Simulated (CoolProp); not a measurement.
Computed with CoolProp (reference Helmholtz-energy equation of state, Guder 2009).

Question: For sulfur hexafluoride, give the phase and the cv (kJ/(kg K)), Prandtl number at -44.55 °C and 0.0276 MPa; -44.55 °C and 0.0871 MPa; -44.55 °C and 0.276 MPa.

Answer: 
- -44.55 °C and 0.0276 MPa: gas; cv 0.479, Prandtl number 0.811
- -44.55 °C and 0.0871 MPa: gas; cv 0.482, Prandtl number 0.822
- -44.55 °C and 0.276 MPa: gas; cv 0.495, Prandtl number 0.881

Viscosity comes from a separate model (Quiñones-Cisneros 2012). Thermal conductivity comes from a separate model (Assael 2012).
